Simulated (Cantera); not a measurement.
Input (Python, Cantera) and output of one run.

```python
import numpy as np
import cantera as ct

gas_names = """
    H HNO HNO2 HNO3 HO2 H2 H2O H2O2 N NH NH2 NH3 NH2OH NO NO2 NO3 N2 N2H2 N2H4 N2O O OH O2 O3 Si SiH
    SiH2 SiH3 SiH4 SiN SiO SiO2 Si2 Si2N Si3
""".split()
cond_names = """
    H2O(s) H2O(L) Si(cr) Si(L) SiO2(Lqz) SiO2(hqz) SiO2(L) Si2N2O(s) Si3N4(a)
""".split()


# ... load() reads the species with a 1 bar reference pressure and builds the phases ...
atoms = {
    'Si3N4': {'Si': 3, 'N': 4},
    'O2': {'O': 2},
    'H2': {'H': 2},
}
top_T = {'Si2N2O(s)': 2100, 'Si3N4(a)': 2400}  # K; cautious upper limits of use, not melting points


# ... equilibrate(T, P, feed) seeds the gas with the atoms and calls Mixture.equilibrate('TP', solver="vcs", rtol=1e-11, max_steps=5000) ...
results = []
feed = {'Si3N4': 1, 'O2': 0.056, 'H2': 36}  # mol
T = 923.15  # K
P = 1200  # Pa
mix = equilibrate(T, P, feed)
results.append((T, P, feed, dict(zip(mix.species_names, mix.species_moles))))
x = sorted(zip(gas.X, gas.species_names), reverse=True)
print(f"T = {T:g} K  P = {P:g} Pa  gas = {mix.phase_moles(0):.4g} mol")
print("   x: " + "  ".join(f"{s} {v:.3e}" for v, s in x if v > 1e-05))
print("   condensed (mol): " + ("  ".join(f"{mix.phase(i).name} {mix.phase_moles(i):.4g}"
      for i in range(1, mix.n_phases) if mix.phase_moles(i) > 1e-12) or "none"))
```

It prints:

```
T = 923.15 K  P = 1200 Pa  gas = 36.04 mol
   x: H2 9.990e-01  N2 1.036e-03
   condensed (mol): Si2N2O(s) 0.112  Si3N4(a) 0.9253
```

These are equilibrium values from Cantera (NASA tables, ideal gas, pure condensed phases), not measurements of a reactor.
